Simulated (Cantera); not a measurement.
Feed: 1 mol Pb, 0.27 mol CO, 0.79 mol N2, held at 1075 K and 2330 Torr.

These are equilibrium values from Cantera (NASA tables, ideal gas, pure condensed phases), not measurements of a reactor. Candidate condensed phases: C, Pb, PbO, PbO2, Pb3O4; 27 gas species. Rates play no part.

Base state: N2 0.760, CO 0.219, CO2 0.0203, Pb 2.45e-5 (mole fractions); condensed: C(graphite) + Pb(l).

What changes in the equilibrium state with this change: Pb replaced by Fe(CO)5?


| species | before | after |
|---|---|---|
| CO | 0.219 | 0.643 |
| N2 | 0.760 | 0.183 |
| CO2 | 0.0203 | 0.174 |
| Pb | 2.45e-5 | 0 |
| C(graphite), mol | 0.0211 | 1.75 |
| Pb(l), mol | 1.000 | 0 |
| FeO(s), mol | 0 | 1.00 |
The tables' stoichiometric FeO is somewhat more stable than real wüstite, so its field is too wide. FeO: taken at fixed stoichiometry. Further candidate phases: Fe, Fe(CO)5, FeO, Fe2O3, Fe3O4.
